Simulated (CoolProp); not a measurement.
Computed with CoolProp (reference Helmholtz-energy equation of state, Lemmon 2006). It is a short technical equation, of lower accuracy than the large ones.

For carbonyl sulfide, give the phase and the cp (kJ/(kg K)), cv (kJ/(kg K)), speed of sound (m/s) at 150.35 °C and 0.101 MPa.


- 150.35 °C and 0.101 MPa: gas; cp 0.780, cv 0.639, speed of sound 266
